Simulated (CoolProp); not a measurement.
Vapour-liquid equilibrium of propylene (1) + isobutane (2) at 105 kPa; x and y are mole fractions of (1).

Model: multi-fluid Helmholtz-energy mixture model, Lemmon 2013 and Bücker 2006; pair parameters Bell 2016, in CoolProp.

```tsv
x	bubble temperature, mixture model (°C)	bubble temperature, Raoult's law (°C)	y, mixture model	y, Raoult's law
0.05	-15.5	-14.4	0.201	0.176
0.15	-21.1	-20.6	0.417	0.428
0.25	-24.7	-25.6	[?]	0.594
0.35	-27.6	-29.9	0.640	0.709
0.45	-30.4	-33.5	0.727	0.792
0.55	[?]	-36.6	[?]	0.854
0.65	-36.5	-39.3	0.877	0.901
0.75	-39.7	-41.8	0.933	0.938
0.85	-42.9	-43.9	0.972	0.967
0.95	-45.7	-45.9	[?]	0.990
```

Task: What belongs in the gaps?

Result: 
- 0.25, y, mixture model: 0.543
- 0.55, bubble temperature, mixture model (°C): -33.4
- 0.55, y, mixture model: 0.807
- 0.95, y, mixture model: 0.994

The largest gap from Raoult's law is +3.2 K in bubble temperature, at x = 0.55. No azeotrope shows between x = 0.05 and 0.95.

Pair parameters are fitted to limited data, so mixtures are less certain than the pure fluids. The gap from Raoult's law changes sign with composition, which may be real or a fault of the pair parameters; it wasn't checked against measurements.
